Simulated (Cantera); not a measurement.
A Cantera script and its output.

```python
import numpy as np
import cantera as ct

gas = ct.Solution("gri30.yaml")
gas.TPX = 1500, 500000, {'CO': 1, 'H2': 0.036, 'O2': 0.236, 'N2': 0.685}
reactor = ct.IdealGasReactor(gas, energy="on", clone=False)
net = ct.ReactorNet([reactor])
net.rtol, net.atol = 1e-08, 1e-16
show = ['CO', 'H2', 'O2', 'HO2', 'NO2', 'CO2']
times = np.geomspace(2e-06, 0.2, 11)

steps = ct.SolutionArray(gas, extra=["t"])
rows = []
print(f"{'t/s':>10s}{'T/K':>9s}{'P/Pa':>11s}" + "".join(f"{s:>11s}" for s in show))
for t in times:
    while net.time < t:
        t_next = net.step()
        steps.append(gas.state, t=t_next)
    rows.append([np.interp(t, steps.t, y) for y in (steps.T, steps.P, *steps(*show).X.T)])
    print(f"{t:10.3e}{rows[-1][0]:9.1f}{rows[-1][1]:11.4g}" + "".join(f"{x:11.3e}" for x in rows[-1][2:]))
rate = np.gradient(steps.T, steps.t)
print("integrator steps:", len(steps.t))
if steps.T.max() > steps.T[0] + 200:
    print(f"time of steepest temperature rise: {steps.t[rate.argmax()]:.4e} s")
gas.TPX = 1500, 500000, {'CO': 1, 'H2': 0.036, 'O2': 0.236, 'N2': 0.685}
gas.equilibrate("UV")
print(f"equilibrium (UV): T = {gas.T:.1f} K  " + "  ".join(f"{s} {gas[s].X[0]:.3e}" for s in show))
```

Result:

```
       t/s      T/K       P/Pa         CO         H2         O2        HO2        NO2        CO2
 2.000e-06   1500.0      5e+05  5.110e-01  1.839e-02  1.206e-01  1.093e-06  3.928e-18  8.764e-06
 6.325e-06   1547.5  5.147e+05  5.037e-01  1.288e-02  1.124e-01  1.126e-04  1.257e-10  8.398e-03
 2.000e-05   2957.2  9.079e+05  3.708e-01  2.577e-03  2.210e-02  5.295e-06  6.313e-07  1.840e-01
 6.325e-05   3179.7  9.609e+05  3.572e-01  2.618e-03  1.330e-02  4.383e-06  2.488e-06  2.064e-01
 2.000e-04   3169.5  9.578e+05  3.580e-01  2.666e-03  1.232e-02  4.086e-06  3.724e-06  2.056e-01
 6.325e-04   3169.0  9.577e+05  3.581e-01  2.668e-03  1.228e-02  4.073e-06  3.779e-06  2.056e-01
 2.000e-03   3169.0  9.577e+05  3.581e-01  2.668e-03  1.228e-02  4.073e-06  3.779e-06  2.056e-01
 6.325e-03   3169.0  9.577e+05  3.581e-01  2.668e-03  1.228e-02  4.073e-06  3.779e-06  2.056e-01
 2.000e-02   3169.0  9.577e+05  3.581e-01  2.668e-03  1.228e-02  4.073e-06  3.779e-06  2.056e-01
 6.325e-02   3169.0  9.577e+05  3.581e-01  2.668e-03  1.228e-02  4.073e-06  3.779e-06  2.056e-01
 2.000e-01   3169.0  9.577e+05  3.581e-01  2.668e-03  1.228e-02  4.073e-06  3.779e-06  2.056e-01
integrator steps: 1158
time of steepest temperature rise: 9.3941e-06 s
equilibrium (UV): T = 3169.0 K  CO 3.581e-01  H2 2.668e-03  O2 1.228e-02  HO2 4.073e-06  NO2 3.779e-06  CO2 2.056e-01
```

Detailed kinetics in Cantera: GRI-Mech 3.0 (53 species, 325 reactions). The hydrogen kinetics of GRI-Mech 3.0 are dated; newer H2 mechanisms differ, most at raised pressure. Above 3000 K some thermodynamic fits are extrapolated.
